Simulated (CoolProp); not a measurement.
Vapour-liquid equilibrium of CF4 (R14) (1) + R13 (2) at 140.5 K; x and y are mole fractions of (1).

Computed with CoolProp (multi-fluid Helmholtz-energy mixture model, Platzer 1990 and Platzer 1990; pair parameters Bell 2016). This equation is an older, rougher fit; its heat capacities, sound speeds and derivatives of the liquid may be far off and weren't checked against measurements.

Q: Give the bubble pressure and the first vapour's composition at x = 0.65, 0.75, 0.95. Is there an azeotrope?

A: x = 0.65: 0.5124 bar, y = 0.982; x = 0.75: 0.5682 bar, y = 0.987; x = 0.95: 0.6898 bar, y = 0.997. No azeotrope shows between x = 0.05 and 0.95.

The pair parameters rest on a limited set of measurements; away from them the model extrapolates.
